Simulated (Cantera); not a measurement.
Input (Python, Cantera) and output of one run.

```python
import numpy as np
import cantera as ct

gas_names = """
    H HI HO2 H2 H2O H2O2 I I2 O OH O2 O3
""".split()
cond_names = """
    H2O(s) H2O(L) I2(cr) I2(L)
""".split()


# ... load() reads the species with a 1 bar reference pressure and builds the phases ...
atoms = {
    'HI': {'H': 1, 'I': 1},
    'O2': {'O': 2},
}
top_T = {}  # K; cautious upper limits of use, not melting points


# ... equilibrate(T, P, feed) seeds the gas with the atoms and calls Mixture.equilibrate('TP', solver="vcs", rtol=1e-11, max_steps=5000) ...
results = []
T = 2123  # K
P = 101325  # Pa
for m in [0.11, 0.14, 0.19, 0.25, 0.33, 0.44, 0.59, 0.78, 1, 1.4, 1.8, 2.5, 3.3]:
    feed = {'HI': 1, 'O2': m}  # mol
    mix = equilibrate(T, P, feed)
    results.append((T, P, feed, dict(zip(mix.species_names, mix.species_moles))))

top = {s: max(r[3][s] / sum(r[3][g] for g in gas_names) for r in results) for s in gas_names}
cols = sorted((s for s in top if top[s] > 1e-05), key=lambda s: -top[s])[:9]
seen = [c for c in cond_names if any(r[3].get(c, 0) > 1e-12 for r in results)]
print("log10 of partial pressures in bar; condensed amounts in mol")
print(f"{'n(O2)':>10s}" + "".join(f"{s[:9]:>10s}" for s in cols + seen))
for T, P, feed, n in results:
    ng = sum(n[g] for g in gas_names)
    print(f"{feed['O2']:10.4g}" + "".join(f"{np.log10(max(n[s] / ng * P / 1e5, 1e-99)):10.3f}" for s in cols)
          + "".join(f"{n.get(c, 0):10.4g}" for c in seen))
```

Output:

```
log10 of partial pressures in bar; condensed amounts in mol
     n(O2)        O2         I       H2O        H2        HI        I2        OH         H         O
      0.11    -6.268    -0.223    -0.805    -0.830    -0.989    -2.221    -3.743    -2.860    -5.922
      0.14    -5.811    -0.217    -0.703    -0.956    -1.046    -2.209    -3.577    -2.923    -5.694
      0.19    -4.905    -0.205    -0.576    -1.283    -1.197    -2.185    -3.287    -3.087    -5.240
      0.25    -2.297    -0.187    -0.484    -2.495    -1.785    -2.148    -2.590    -3.693    -3.936
      0.33    -1.276    -0.205    -0.501    -3.023    -2.067    -2.185    -2.343    -3.957    -3.426
      0.44    -0.940    -0.233    -0.530    -3.220    -2.193    -2.241    -2.273    -4.055    -3.258
      0.59    -0.727    -0.269    -0.568    -3.364    -2.301    -2.313    -2.239    -4.127    -3.151
      0.78    -0.578    -0.311    -0.611    -3.482    -2.402    -2.397    -2.223    -4.186    -3.077
         1    -0.472    -0.355    -0.656    -3.580    -2.495    -2.485    -2.219    -4.235    -3.024
       1.4    -0.358    -0.425    -0.728    -3.709    -2.630    -2.625    -2.227    -4.300    -2.967
       1.8    -0.289    -0.486    -0.790    -3.805    -2.738    -2.746    -2.241    -4.348    -2.933
       2.5    -0.218    -0.574    -0.881    -3.932    -2.891    -2.924    -2.268    -4.411    -2.897
       3.3    -0.169    -0.658    -0.966    -4.041    -3.029    -3.090    -2.299    -4.466    -2.873
```

These are equilibrium values from Cantera (NASA tables, ideal gas, pure condensed phases), not measurements of a reactor.
